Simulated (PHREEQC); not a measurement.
Make-up at 25 °C: 0.0072 mol/kgw H2SiF6. Closed to the air; pH follows from the charge balance.

Computed with PHREEQC (ion-association model, phreeqc.dat).

This is a speciation only: nothing precipitates in the calculation.

### Question
What pH, ionic strength does the model give?

### Answer
pH 1.93; ionic strength 0.0197 mol/kgw.

### Question
In which forms is Si present?

### Answer
SiF6-2 90 %, H4SiO4 10 % of the Si.

The solution is supersaturated, for example in Quartz (slow to form), Chalcedony (slow to form), so a real one may precipitate; this is no full list. SiF6-2 is the database's only silicon fluoride.
